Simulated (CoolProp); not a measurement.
Vapour-liquid equilibrium of R22 (1) + R113 (2) at 381 kPa; x and y are mole fractions of (1).

Model: multi-fluid Helmholtz-energy mixture model, Kamei 1995 and Marx 1992; pair parameters Bell 2016, in CoolProp.

| x | bubble temperature, mixture model (K) | bubble temperature, Raoult's law (K) | y, mixture model | y, Raoult's law |
|---|---|---|---|---|
| 0.05 | (withheld) | 347.6 | 0.369 | 0.431 |
| 0.2 | (withheld) | 314.3 | 0.819 | 0.829 |
| 0.35 | 293.4 | 296.9 | 0.925 | 0.927 |
| 0.5 | 282.8 | 285.7 | 0.961 | 0.965 |
| 0.65 | 276.1 | 277.7 | 0.977 | 0.983 |
| 0.8 | 271.1 | 271.6 | (withheld) | 0.993 |
| 0.95 | 266.7 | 266.6 | (withheld) | 0.999 |

Problem. Complete the blanks.

Solution. 
- 0.05, bubble temperature, mixture model (K): 349.8
- 0.2, bubble temperature, mixture model (K): 312.6
- 0.8, y, mixture model: 0.988
- 0.95, y, mixture model: 0.997

The largest gap from Raoult's law is -3.5 K in bubble temperature, at x = 0.35. No azeotrope shows between x = 0.05 and 0.95.

The pair parameters rest on a limited set of measurements; away from them the model extrapolates. The gap from Raoult's law changes sign with composition, which may be real or a fault of the pair parameters; it wasn't checked against measurements.
